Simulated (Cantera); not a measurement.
Cantera run, input and output.

```python
import numpy as np
import cantera as ct

gas = ct.Solution("gri30.yaml")
gas.TPX = 1448, 13332, {'CO': 0.0049, 'O2': 0.018, 'H2O': 0.00034, 'N2': 1}
reactor = ct.IdealGasConstPressureReactor(gas, energy="off", clone=False)
net = ct.ReactorNet([reactor])
net.rtol, net.atol = 1e-08, 1e-18
show = ['CO', 'O2', 'H2O', 'H', 'NO', 'OH']
times = np.geomspace(1e-06, 100, 9)

steps = ct.SolutionArray(gas, extra=["t"])
rows = []
print(f"{'t/s':>10s}{'T/K':>9s}{'P/Pa':>11s}" + "".join(f"{s:>11s}" for s in show))
for t in times:
    while net.time < t:
        t_next = net.step()
        steps.append(gas.state, t=t_next)
    rows.append([np.interp(t, steps.t, y) for y in (steps.T, steps.P, *steps(*show).X.T)])
    print(f"{t:10.3e}{rows[-1][0]:9.1f}{rows[-1][1]:11.4g}" + "".join(f"{x:11.3e}" for x in rows[-1][2:]))
rate = np.gradient(steps.T, steps.t)
print("integrator steps:", len(steps.t))
if steps.T.max() > steps.T[0] + 200:
    print(f"time of steepest temperature rise: {steps.t[rate.argmax()]:.4e} s")
gas.TPX = 1448, 13332, {'CO': 0.0049, 'O2': 0.018, 'H2O': 0.00034, 'N2': 1}
gas.equilibrate("TP")
print(f"equilibrium (TP): T = {gas.T:.1f} K  " + "  ".join(f"{s} {gas[s].X[0]:.3e}" for s in show))
```

Output:

```
       t/s      T/K       P/Pa         CO         O2        H2O          H         NO         OH
 1.000e-06   1448.0  1.333e+04  4.789e-03  1.759e-02  3.323e-04  1.336e-16  3.834e-21  5.919e-14
 1.000e-05   1448.0  1.333e+04  4.789e-03  1.759e-02  3.323e-04  6.825e-15  3.741e-19  6.240e-13
 1.000e-04   1448.0  1.333e+04  4.789e-03  1.759e-02  3.323e-04  6.188e-13  5.116e-17  9.422e-12
 1.000e-03   1448.0  1.333e+04  4.789e-03  1.759e-02  3.323e-04  6.149e-11  6.487e-15  4.079e-10
 1.000e-02   1448.0  1.333e+04  4.788e-03  1.759e-02  3.322e-04  1.059e-08  1.200e-12  6.138e-08
 1.000e-01   1448.0  1.333e+04  9.634e-04  1.479e-02  1.643e-04  2.260e-04  1.172e-06  9.012e-05
 1.000e+00   1448.0  1.333e+04  2.275e-05  1.521e-02  3.215e-04  1.348e-06  3.755e-06  2.067e-05
 1.000e+01   1448.0  1.333e+04  5.754e-07  1.523e-02  3.312e-04  7.137e-09  3.967e-06  3.651e-06
 1.000e+02   1448.0  1.333e+04  2.338e-07  1.523e-02  3.319e-04  2.098e-09  4.040e-06  2.428e-06
integrator steps: 1717
equilibrium (TP): T = 1448.0 K  CO 2.350e-07  O2 1.509e-02  H2O 3.319e-04  H 2.105e-09  NO 2.824e-04  OH 2.424e-06
```

Model: GRI-Mech 3.0 (53 species, 325 reactions), integrated in Cantera.
